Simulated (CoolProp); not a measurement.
Properties of cyclohexane along the isotherm 337.3 K (Tc = 553.6 K, pc = 40.81 bar, ω = 0.209).

Values from CoolProp's reference Helmholtz-energy equation of state, Zhou 2014.

```json
[
 {"p (bar)": "51", "phase": "liquid", "Z": "0.2063", "cv (kJ/(kg K))": "1.526", "expansivity (1/kK)": "1.279"},
 {"p (bar)": "102", "phase": "liquid", "Z": "0.4097", "cv (kJ/(kg K))": "1.529", "expansivity (1/kK)": "1.220"},
 {"p (bar)": "153", "phase": "liquid", "Z": "0.6105", "cv (kJ/(kg K))": "1.532", "expansivity (1/kK)": "1.169"},
 {"p (bar)": "204", "phase": "liquid", "Z": "0.8089", "cv (kJ/(kg K))": "1.534", "expansivity (1/kK)": "1.124"},
 {"p (bar)": "255", "phase": "liquid", "Z": "1.005", "cv (kJ/(kg K))": "1.537", "expansivity (1/kK)": "1.084"},
 {"p (bar)": "306", "phase": "liquid", "Z": "1.200", "cv (kJ/(kg K))": "1.539", "expansivity (1/kK)": "1.048"},
 {"p (bar)": "357", "phase": "liquid", "Z": "1.392", "cv (kJ/(kg K))": "1.542", "expansivity (1/kK)": "1.016"},
 {"p (bar)": "408", "phase": "liquid", "Z": "1.583", "cv (kJ/(kg K))": "1.544", "expansivity (1/kK)": "0.9871"}
]
```
